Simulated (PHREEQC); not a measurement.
# Alkaline etch or developer: speciation

Dissolve 0.019 mol KOH and 7.5e-05 mol CO2 per kg of water at 25 °C. Closed to the air; pH follows from the charge balance.

Equilibrium calculation in PHREEQC: ion-association model, phreeqc.dat.

Each row changes one thing in this solution. No solid was allowed to form.

```tsv
case	pH	HCO3- (mol/kgw)
as made	12.21	6.62e-7
KOH from 0.019 to 0.0095 mol/kgw	11.92	1.40e-6
diluted 10-fold with water	…	7.08e-7
0.00028 mol/kgw LiOH added	…	6.51e-7
temperature from 25 to 15 °C	…	3.76e-7
```

Fill in the missing entries.


- diluted 10-fold with water, pH: 11.25
- 0.00028 mol/kgw LiOH added, pH: 12.22
- temperature from 25 to 15 °C, pH: 12.56
